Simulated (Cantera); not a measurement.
Cantera run, input and output.

```python
import numpy as np
import cantera as ct

gas = ct.Solution("h2o2.yaml")
gas.TPX = 1050, 47000, {'H2': 1.2, 'O2': 1, 'N2': 3.6}
reactor = ct.IdealGasConstPressureReactor(gas, energy="off", clone=False)
net = ct.ReactorNet([reactor])
net.rtol, net.atol = 1e-08, 1e-18
show = ['H2', 'O2', 'H2O2', 'OH', 'HO2', 'H', 'H2O']
times = np.geomspace(2e-05, 8, 9)

steps = ct.SolutionArray(gas, extra=["t"])
rows = []
print(f"{'t/s':>10s}{'T/K':>9s}{'P/Pa':>11s}" + "".join(f"{s:>11s}" for s in show))
for t in times:
    while net.time < t:
        t_next = net.step()
        steps.append(gas.state, t=t_next)
    rows.append([np.interp(t, steps.t, y) for y in (steps.T, steps.P, *steps(*show).X.T)])
    print(f"{t:10.3e}{rows[-1][0]:9.1f}{rows[-1][1]:11.4g}" + "".join(f"{x:11.3e}" for x in rows[-1][2:]))
rate = np.gradient(steps.T, steps.t)
print("integrator steps:", len(steps.t))
if steps.T.max() > steps.T[0] + 200:
    print(f"time of steepest temperature rise: {steps.t[rate.argmax()]:.4e} s")
gas.TPX = 1050, 47000, {'H2': 1.2, 'O2': 1, 'N2': 3.6}
gas.equilibrate("TP")
print(f"equilibrium (TP): T = {gas.T:.1f} K  " + "  ".join(f"{s} {gas[s].X[0]:.3e}" for s in show))
```

It prints:

```
       t/s      T/K       P/Pa         H2         O2       H2O2         OH        HO2          H        H2O
 2.000e-05   1050.0    4.7e+04  2.069e-01  1.724e-01  1.444e-12  1.025e-10  1.204e-09  1.599e-09  1.265e-09
 1.003e-04   1050.0    4.7e+04  2.069e-01  1.724e-01  5.346e-10  5.846e-08  2.904e-07  8.727e-07  1.305e-06
 5.030e-04   1050.0    4.7e+04  7.580e-03  8.013e-02  7.399e-06  4.964e-04  5.585e-05  5.117e-04  2.216e-01
 2.522e-03   1050.0    4.7e+04  1.606e-03  7.763e-02  6.207e-06  3.333e-05  2.691e-05  5.910e-06  2.289e-01
 1.265e-02   1050.0    4.7e+04  5.847e-04  7.718e-02  3.898e-06  7.633e-06  1.317e-05  4.938e-07  2.301e-01
 6.343e-02   1050.0    4.7e+04  1.226e-04  7.698e-02  3.732e-07  2.436e-06  3.671e-06  3.404e-08  2.306e-01
 3.181e-01   1050.0    4.7e+04  1.426e-05  7.693e-02  9.050e-09  6.677e-07  4.967e-07  1.132e-09  2.308e-01
 1.595e+00   1050.0    4.7e+04  2.221e-07  7.692e-02  2.273e-10  3.834e-07  9.553e-09  1.076e-11  2.308e-01
 8.000e+00   1050.0    4.7e+04  4.430e-10  7.692e-02  2.148e-10  4.053e-07  1.203e-09  2.436e-13  2.308e-01
integrator steps: 1825
equilibrium (TP): T = 1050.0 K  H2 4.419e-10  O2 7.692e-02  H2O2 2.275e-10  OH 4.176e-07  HO2 1.181e-09  H 2.503e-13  H2O 2.308e-01
```

Model: the H2/O2 subset of GRI-Mech 3.0, which has no nitrogen chemistry, integrated in Cantera. The temperature is held fixed by assumption; the heat of reaction is taken as removed at once.
